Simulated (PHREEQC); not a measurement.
Dissolve 0.039 mol/kgw NaF and 0.00042 mol/kgw H2SO4 at 25 °C. It is in equilibrium with CO2 at log p = -1 (atm). Otherwise closed; pH follows from the charge balance.

Computed with PHREEQC (ion-association model, phreeqc.dat).

Question: The ionic strength comes out as 0.0388 mol/kgw. What activity coefficients do SO4-2, NaSO4-, F-, Na+, H+ get?

Answer: SO4-2 0.50, NaSO4- 0.84, F- 0.83, Na+ 0.84, H+ 0.86.

No solid was allowed to form.
